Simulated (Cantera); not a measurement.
A closed system holds: 1 mol Cr, 0.98 mol NH3, at 0.00650 bar.

Method: chemical equilibrium by Gibbs-energy minimisation in Cantera with the NASA 1993 tables (ideal gas, pure condensed phases). Candidate condensed phases: Cr, CrN, Cr2N; 11 gas species. The numbers say what is thermodynamically allowed, not how fast it happens.

x: gas mole fraction; n: condensed amount in mol.

```json
[
 {"T (K)": "773", "x H2": "1.000", "x H": "1.13e-11", "x Cr": "<1e-12", "x N2": "0.000113", "x N": "<1e-12", "n CrN(s)": "0.959", "n Cr2N(s)": "0.0203", "n Cr(s)": "0"},
 {"T (K)": "973", "x H2": "0.906", "x H": "1.28e-8", "x Cr": "<1e-12", "x N2": "0.0936", "x N": "<1e-12", "n CrN(s)": "0.353", "n Cr2N(s)": "0.323", "n Cr(s)": "0"},
 {"T (K)": "1173", "x H2": "0.860", "x H": "1.36e-6", "x Cr": "1.10e-8", "x N2": "0.140", "x N": "<1e-12", "n CrN(s)": "0", "n Cr2N(s)": "0.500", "n Cr(s)": "0"},
 {"T (K)": "1373", "x H2": "0.750", "x H": "3.58e-5", "x Cr": "4.94e-6", "x N2": "0.250", "x N": "<1e-12", "n CrN(s)": "0", "n Cr2N(s)": "0", "n Cr(s)": "1.000"},
 {"T (K)": "1573", "x H2": "0.749", "x H": "0.000437", "x Cr": "0.000362", "x N2": "0.250", "x N": "2.24e-12", "n CrN(s)": "0", "n Cr2N(s)": "0", "n Cr(s)": "0.999"},
 {"T (K)": "1773", "x H2": "0.740", "x H": "0.00304", "x Cr": "0.00971", "x N2": "0.247", "x N": "1.38e-10", "n CrN(s)": "0", "n Cr2N(s)": "0", "n Cr(s)": "0.981"},
 {"T (K)": "1973", "x H2": "0.641", "x H": "0.0134", "x Cr": "0.129", "x N2": "0.216", "x N": "3.50e-9", "n CrN(s)": "0", "n Cr2N(s)": "0", "n Cr(s)": "0.706"},
 {"T (K)": "2173", "x H2": "0.466", "x H": "0.0409", "x Cr": "0.331", "x N2": "0.162", "x N": "4.49e-8", "n CrN(s)": "0", "n Cr2N(s)": "0", "n Cr(s)": "0"},
 {"T (K)": "2373", "x H2": "?", "x H": "?", "x Cr": "0.319", "x N2": "0.156", "x N": "?", "n CrN(s)": "0", "n Cr2N(s)": "0", "n Cr(s)": "0"},
 {"T (K)": "2573", "x H2": "?", "x H": "?", "x Cr": "0.297", "x N2": "0.146", "x N": "?", "n CrN(s)": "0", "n Cr2N(s)": "0", "n Cr(s)": "0"},
 {"T (K)": "2773", "x H2": "0.193", "x H": "0.405", "x Cr": "0.269", "x N2": "0.132", "x N": "1.29e-5", "n CrN(s)": "0", "n Cr2N(s)": "0", "n Cr(s)": "0"}
]
```

Problem. Complete the blanks.

Solution. 
- 2373, x H2: 0.413
- 2373, x H: 0.111
- 2373, x N: 4.15e-7
- 2573, x H2: 0.317
- 2573, x H: 0.240
- 2573, x N: 2.67e-6
